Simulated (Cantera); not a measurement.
Mixture: 4.03 % C₃H₈, 20.2 % O₂, 75.8 % N₂, at 100000 Pa, adiabatic and at constant volume. Ignition delay is the time to a rise of 400 K.

Cantera simulation using GRI-Mech 3.0 (53 species, 325 reactions); the numbers are that mechanism's predictions, not measurements. GRI-Mech 3.0 was tuned for natural gas; its chemistry of propane as a main component is partial and can be far from experiment.

Question: Predict: delay at 1250 K; delay at 1350 K; delay at 1450 K; delay at 1550 K; apparent activation energy between 1500 and 1600 K.

Answer: 
```
Property                                                 Value
--------------------------------------------------  ----------
delay at 1250 K                                        2.19 ms
delay at 1350 K                                       0.417 ms
delay at 1450 K                                       0.117 ms
delay at 1550 K                                        45.2 µs
apparent activation energy between 1500 and 1600 K  160 kJ/mol
```
